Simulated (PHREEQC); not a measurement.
Consider water at 20 °C with 0.11 mol/kgw NaHSO4 and 0.00011 mol/kgw NaF. Closed to the air; pH follows from the charge balance.

All values are PHREEQC results (ion-association model, phreeqc.dat), not measurements.

Each row changes one thing in this solution. Precipitation was switched off in this run.

```json
[
 {"case": "as made", "pH": "1.40", "ionic strength (mol/kgw)": "0.197", "Na+ (mol/kgw)": "0.104", "HSO4- (mol/kgw)": "0.0600", "SO4-2 (mol/kgw)": "0.0435", "NaSO4- (mol/kgw)": "0.00650"},
 {"case": "0.0074 mol/kgw NaHCO3 added", "pH": "___", "ionic strength (mol/kgw)": "0.202", "Na+ (mol/kgw)": "0.110", "HSO4- (mol/kgw)": "0.0570", "SO4-2 (mol/kgw)": "___", "NaSO4- (mol/kgw)": "0.00722"},
 {"case": "diluted 5-fold with water", "pH": "1.92", "ionic strength (mol/kgw)": "0.0488", "Na+ (mol/kgw)": "0.0214", "HSO4- (mol/kgw)": "0.00796", "SO4-2 (mol/kgw)": "0.0134", "NaSO4- (mol/kgw)": "___"},
 {"case": "diluted 2-fold with water", "pH": "1.62", "ionic strength (mol/kgw)": "0.108", "Na+ (mol/kgw)": "0.0526", "HSO4- (mol/kgw)": "___", "SO4-2 (mol/kgw)": "0.0265", "NaSO4- (mol/kgw)": "0.00247"},
 {"case": "NaHSO4 from 0.11 to 0.022 mol/kgw", "pH": "1.92", "ionic strength (mol/kgw)": "0.0488", "Na+ (mol/kgw)": "0.0215", "HSO4- (mol/kgw)": "0.00794", "SO4-2 (mol/kgw)": "0.0134", "NaSO4- (mol/kgw)": "0.000650"}
]
```

Some entries are withheld; supply them.


- 0.0074 mol/kgw NaHCO3 added, pH: 1.44
- 0.0074 mol/kgw NaHCO3 added, SO4-2 (mol/kgw): 0.0457
- diluted 5-fold with water, NaSO4- (mol/kgw): 0.000647
- diluted 2-fold with water, HSO4- (mol/kgw): 0.0260
